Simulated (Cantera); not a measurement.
**Ammonia decomposition in nitride growth gas**

A perfectly stirred reactor is fed with NH3 : H2 = 1 : 10 (molar parts), at 0.132 atm; it is held at 1975 K, and followed from long to short residence time.

Model: the gas-phase N/H chemistry of the illustrative SiF4/NH3 mechanism in the Surface Chemkin manual (1991), integrated in Cantera. Walls and surfaces, which speed up NH3 decomposition in real reactors, are not modelled.

| τ (s) | x NH3 | x H2 | x N2 | x H | x NH |
|---|---|---|---|---|---|
| 9.2 | 0.00310 | 0.954 | 0.0402 | 0.00275 | 2.59e-6 |
| 2.9 | 0.0100 | 0.951 | 0.0370 | 0.00184 | 3.77e-6 |
| 0.89 | 0.0284 | 0.942 | 0.0286 | 0.00125 | 5.01e-6 |
| 0.28 | 0.0544 | 0.928 | 0.0166 | 0.000980 | 6.04e-6 |
| 0.087 | 0.0756 | 0.916 | 0.00689 | 0.000854 | 6.50e-6 |
| 0.027 | 0.0860 | 0.911 | 0.00214 | 0.000777 | 6.19e-6 |
| 0.0085 | 0.0897 | 0.909 | 0.000458 | 0.000656 | 4.63e-6 |
| 0.0026 | 0.0907 | 0.909 | 3.18e-5 | 0.000377 | 1.56e-6 |
x: mole fraction; the columns are a selection and need not sum to one.
